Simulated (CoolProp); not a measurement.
Properties of R113 along the isobar 0.936 MPa.

Computed with CoolProp (reference Helmholtz-energy equation of state, Marx 1992).

| T (K) | phase | density (kg/m³) | cp (kJ/(kg K)) | isothermal compressibility (1/MPa) | expansivity (1/kK) | fugacity coefficient |
|---|---|---|---|---|---|---|
| 415.5 | gas | 62.48 | 0.8555 | 1.381 | 4.883 | 0.8444 |
| 421.5 | gas | 60.74 | 0.8475 | 1.351 | 4.558 | 0.8518 |
| 427.6 | gas | 59.12 | 0.8418 | 1.325 | 4.284 | 0.8588 |
| 433.6 | gas | 57.66 | 0.8379 | 1.303 | 4.056 | 0.8652 |
| 439.6 | gas | 56.31 | 0.8353 | 1.285 | 3.860 | 0.8712 |
| 445.7 | gas | 55.03 | 0.8336 | 1.269 | 3.687 | 0.8770 |
| 451.7 | gas | 53.85 | 0.8326 | 1.255 | 3.536 | 0.8823 |
| 457.7 | gas | 52.74 | 0.8323 | 1.242 | 3.401 | 0.8874 |
| 463.8 | gas | 51.68 | 0.8324 | 1.231 | 3.278 | 0.8922 |
| 469.8 | gas | 50.69 | 0.8329 | 1.221 | 3.168 | 0.8967 |
| 475.9 | gas | 49.74 | 0.8336 | 1.211 | 3.066 | 0.9010 |
| 481.9 | gas | 48.84 | 0.8346 | 1.203 | 2.974 | 0.9050 |
| 487.9 | gas | 47.99 | 0.8357 | 1.195 | 2.889 | 0.9089 |
| 494 | gas | 47.16 | 0.8371 | 1.188 | 2.809 | 0.9126 |
| 500 | gas | 46.39 | 0.8385 | 1.182 | 2.736 | 0.9160 |
